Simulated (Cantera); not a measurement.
Input: 1 mol TEOS, 0.64 mol N2O, 120 mol N2, held at 1125 °C and 1330 Pa.

Cantera equilibrium calculation (NASA polynomials, part measured and part estimated; ideal gas, pure solids and liquids). Candidate condensed phases: C, C6H6, C7H8, C8H18, H2O, Si, SiC, SiO2, Si2N2O, Si3N4; 151 gas species. The feed counts by its element totals alone. Equilibrium is a limit: real reactors are often held back by kinetics, nucleation or transport.

Base state: N2 0.895, H2 0.0744, CO 0.0308, HCN 0.000126, H 1.12e-5 (mole fractions); condensed: C(graphite) + Si2N2O(s).

### Question
What changes in the equilibrium state with this change: TEOS replaced by SiCl4?

### Answer
```tsv
species	before	after
N2	0.895	0.985
Cl	0	0.00819
SiCl4	0	0.00554
H2	0.0744	0
CO	0.0308	0
Cl2	0	0.00114
HCN	0.000126	0
H	1.12e-5	0
C(graphite), mol	3.84	0
Si2N2O(s), mol	0.500	0
SiO2(β-quartz), mol	0	0.320
```
The tables hold silica as quartz up to 1696 K and as liquid above; real silica turns to tridymite and cristobalite and melts near 1996 K.
